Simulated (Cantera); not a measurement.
An adiabatic, constant-pressure homogeneous reactor starts with 4.11 % CH₄, 0.288 % C₂H₆, 0.391 % C₃H₈, 20.0 % O₂, 75.2 % N₂, equivalence ratio 0.56, at 1325 K and 9.87 atm.

Model: GRI-Mech 3.0 (53 species, 325 reactions), integrated in Cantera.

Predict: time of steepest temperature rise; temperature at 0.200 s; equilibrium temperature; x(CO) at 0.200 s.


```json
{
 "time_of_steepest_temperature_rise": "0.244 ms",
 "temperature at 0.200 s": "2416 K",
 "equilibrium_temperature": "2416 K",
 "x(CO) at 0.200 s": "0.00147 (gas-phase equilibrium 0.00147)"
}
```
